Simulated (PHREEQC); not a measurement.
A solution holds 0.0011 mol/kgw NaHSO4, 0.034 mol/kgw Na2SO4 and 6.3e-05 mol/kgw LiCl, at 25 °C. Closed to the air; pH follows from the charge balance.

Computed with PHREEQC (ion-association model, wateq4f.dat).

No solid was allowed to form.

Estimate the pH, ionic strength.

pH 3.38; ionic strength 0.0966 mol/kgw.

In which forms is S present?

SO4-2 88 %, NaSO4- 11 %, HSO4- 1.7 % of the S.

Species that the database lacks are ignored.
